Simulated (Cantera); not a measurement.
## Thermodynamics of carbon deposition, reforming and gasification, feed CH4 + H2O + N2

Feed: 1 mol CH4, 2.4 mol H2O, 5.3 mol N2, at 158 Torr.

Method: chemical equilibrium by Gibbs-energy minimisation in Cantera with the NASA 1993 tables (ideal gas, pure condensed phases). Candidate condensed phases: C, C6H6, C7H8, C8H18, H2O; 169 gas species. Ions and electrons are included (thermal ionisation). Rates play no part.

From 2500 K to 5000 K nothing is condensed. The main C-bearing gas is CO throughout.

| T (K) | x H | x N2 | x H2 | x H2O | x CO | x O | x N | x OH |
|---|---|---|---|---|---|---|---|---|
| 2500 | 0.0285 | 0.487 | 0.270 | 0.120 | 0.0858 | 0.000182 | 4.45e-7 | 0.00262 |
| 2750 | 0.0738 | 0.473 | 0.244 | 0.108 | 0.0840 | 0.00167 | 3.61e-6 | 0.00874 |
| 3000 | 0.156 | 0.444 | 0.204 | 0.0786 | 0.0800 | 0.00932 | 2.03e-5 | 0.0199 |
| 3250 | 0.271 | 0.402 | 0.149 | 0.0375 | 0.0740 | 0.0291 | 8.54e-5 | 0.0269 |
| 3500 | 0.386 | 0.363 | 0.0895 | 0.0107 | 0.0680 | 0.0531 | 0.000291 | 0.0211 |
| 3750 | 0.462 | 0.339 | 0.0447 | 0.00214 | 0.0641 | 0.0687 | 0.000853 | 0.0116 |
| 4000 | 0.501 | 0.327 | 0.0207 | 0.000397 | 0.0622 | 0.0761 | 0.00222 | 0.00561 |
| 4250 | 0.517 | 0.321 | 0.00974 | 7.92e-5 | 0.0613 | 0.0795 | 0.00518 | 0.00271 |
| 4500 | 0.523 | 0.315 | 0.00481 | 1.79e-5 | 0.0607 | 0.0811 | 0.0110 | 0.00136 |
| 4750 | 0.524 | 0.307 | 0.00251 | 4.58e-6 | 0.0601 | 0.0817 | 0.0216 | 0.000723 |
| 5000 | 0.521 | 0.295 | 0.00138 | 1.32e-6 | 0.0591 | 0.0819 | 0.0393 | 0.000403 |
x: gas mole fraction; nothing condenses.
